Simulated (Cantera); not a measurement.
A perfectly stirred reactor is fed with CH₄ : O₂ : N₂ = 1 : 1.82 : 6.84 (molar parts), equivalence ratio 1.1, at 1.70 bar; it is adiabatic with a 723 K inlet, and is followed from long to short residence time, starting on the burning branch (τ in s: 0.46, 0.13, 0.036, 0.01, 0.0028, 0.00078, 0.00022, 6e-05, 1.7e-05, 4.7e-06).

Cantera simulation using GRI-Mech 3.0 (53 species, 325 reactions); the numbers are that mechanism's predictions, not measurements.

Q: Predict: blow-out, bracketed by the residence times tried; x(CH₄) at τ = 0.460 s; x(O₂) at τ = 0.460 s; x(CH₂O) at τ = 0.460 s; x(H) at τ = 0.460 s; x(NO₂) at τ = 0.460 s; x(CH₄) at τ = 0.780 ms; x(O₂) at τ = 0.780 ms; x(CH₂O) at τ = 0.780 ms; x(H) at τ = 0.780 ms; x(NO₂) at τ = 0.780 ms.

A: 
| Quantity | Value |
|---|---|
| blow-out, bracketed by the residence times tried | burning at 60.0 µs, out at 17.0 µs |
| x(CH₄) at τ = 0.460 s | 3.05e-7 |
| x(O₂) at τ = 0.460 s | 0.00243 |
| x(CH₂O) at τ = 0.460 s | 4.83e-8 |
| x(H) at τ = 0.460 s | 0.00187 |
| x(NO₂) at τ = 0.460 s | 2.69e-7 |
| x(CH₄) at τ = 0.780 ms | 6.97e-5 |
| x(O₂) at τ = 0.780 ms | 0.00852 |
| x(CH₂O) at τ = 0.780 ms | 1.06e-5 |
| x(H) at τ = 0.780 ms | 0.00555 |
| x(NO₂) at τ = 0.780 ms | 7.02e-8 |
